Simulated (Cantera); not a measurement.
An isothermal, constant-pressure homogeneous reactor starts with 0.906 % CH2O, 0.207 % O2, 98.5 % N2, 0.365 % H2, at 1248 K and 1.28 atm.

Model: GRI-Mech 3.0 (53 species, 325 reactions), integrated in Cantera.

x: mole fraction; the columns are a selection and need not sum to one.

| t (s) | x CH2O | x O2 | x H | x C2H6 | x H2O |
|---|---|---|---|---|---|
| 0.000100 | 0.00906 | 0.00207 | 3.78e-8 | <1e-12 | (withheld) |
| 0.000214 | 0.00904 | 0.00207 | 1.32e-7 | <1e-12 | (withheld) |
| 0.000459 | 0.00882 | 0.00204 | 1.15e-6 | <1e-12 | (withheld) |
| 0.000983 | 0.00401 | 0.00161 | 1.36e-5 | 1.36e-12 | (withheld) |
| 0.00211 | 3.17e-6 | 0.00120 | 0.000151 | 2.26e-12 | (withheld) |
| 0.00451 | 6.76e-10 | 2.54e-7 | 0.000895 | <1e-12 | 0.00354 |
| 0.00966 | 3.29e-10 | 8.61e-9 | 0.000334 | <1e-12 | 0.00335 |
| 0.0207 | 1.74e-10 | 1.35e-9 | 0.000140 | <1e-12 | 0.00322 |
| 0.0443 | 1.05e-10 | 2.45e-10 | 6.23e-5 | <1e-12 | 0.00313 |
| 0.0950 | 7.36e-11 | 4.79e-11 | 2.83e-5 | <1e-12 | 0.00306 |
| 0.203 | 5.94e-11 | 9.69e-12 | 1.30e-5 | <1e-12 | 0.00300 |
| 0.436 | 5.28e-11 | 2.00e-12 | 6.05e-6 | <1e-12 | 0.00295 |
| 0.934 | 4.98e-11 | <1e-12 | 2.81e-6 | <1e-12 | 0.00292 |
| 2.00 | 4.83e-11 | <1e-12 | 1.31e-6 | <1e-12 | 0.00289 |

Task: Some entries are withheld; supply them.

Result: 
- 0.000100, x H2O: 1.25e-7
- 0.000214, x H2O: 1.17e-6
- 0.000459, x H2O: 1.93e-5
- 0.000983, x H2O: 0.000728
- 0.00211, x H2O: 0.00163
